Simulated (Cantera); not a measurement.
Feed: 1 mol SiHCl3, 62 mol N2, 5.6 mol NH3, held at 1425 K and 13.3 mbar.

Method: chemical equilibrium by Gibbs-energy minimisation in Cantera with the NASA 1993 tables (ideal gas, pure condensed phases). The tables' values for SiCl3 are old estimates; treat these amounts as uncertain. Equilibrium is a limit: real reactors are often held back by kinetics, nucleation or transport.

```tsv
species	before	after
N2	0.861	0.852
H2	0.0997	0.101
HCl	0.0393	0.0240
H	1.87e-5	0.00856
SiCl2	0.000426	0.00651
Si	1.10e-9	0.00530
SiN	<1e-9	0.000117
SiH	<1e-9	0.000105
Si2N	<1e-9	7.45e-5
SiCl	2.26e-8	0.000871
Si2	<1e-9	3.66e-5
Si3N4(s), mol	0.322	0
```
Gas species are given as mole fractions.

Task: Name the change that produced these shifts.
A. temperature from 1425 K to 1675 K
B. N2 from 62 to 6 mol
C. temperature from 1425 K to 2100 K
D. temperature from 1425 K to 1525 K

Result: C, temperature from 1425 K to 2100 K. The tables' values for SiCl, SiN are old estimates; treat these amounts as uncertain
